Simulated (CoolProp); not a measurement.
Properties of hexamethyldisiloxane (MM) along the isobar 5.95 MPa (Tc = 245.6 °C, pc = 1.931 MPa, ω = 0.418).

The numbers come from the reference Helmholtz-energy equation of state, Thol 2016 in CoolProp.

```json
[
 {"T (°C)": "189.35", "phase": "liquid", "density (kg/m³)": "587.8"},
 {"T (°C)": "201.45", "phase": "liquid", "density (kg/m³)": "571.8"},
 {"T (°C)": "213.55", "phase": "liquid", "density (kg/m³)": "555.1"},
 {"T (°C)": "225.65", "phase": "liquid", "density (kg/m³)": "537.7"},
 {"T (°C)": "237.75", "phase": "liquid", "density (kg/m³)": "519.4"},
 {"T (°C)": "249.85", "phase": "supercritical", "density (kg/m³)": "500.2"},
 {"T (°C)": "262.05", "phase": "supercritical", "density (kg/m³)": "479.7"},
 {"T (°C)": "274.15", "phase": "supercritical", "density (kg/m³)": "458.1"},
 {"T (°C)": "286.25", "phase": "supercritical", "density (kg/m³)": "435.4"},
 {"T (°C)": "298.35", "phase": "supercritical", "density (kg/m³)": "411.4"},
 {"T (°C)": "310.45", "phase": "supercritical", "density (kg/m³)": "386.5"},
 {"T (°C)": "322.65", "phase": "supercritical", "density (kg/m³)": "361.1"},
 {"T (°C)": "334.75", "phase": "supercritical", "density (kg/m³)": "336.3"},
 {"T (°C)": "346.85", "phase": "supercritical", "density (kg/m³)": "312.8"}
]
```
